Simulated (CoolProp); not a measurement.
Values from CoolProp's reference Helmholtz-energy equation of state, Lemmon 2006. It is a short technical equation, of lower accuracy than the large ones.

Task: Give the vapour pressure (kPa), vapour Z, vapour viscosity (µPa s) of saturated C2F6 (R116) at 192.2 K.

Result: 
```tsv
T (K)	p (kPa)	vapour Z	vapour viscosity (µPa s)
192.2	86.7	0.960	9.00
```

Viscosity comes from a separate model (Huber 2003), an estimate that may be off by 10 % or more.
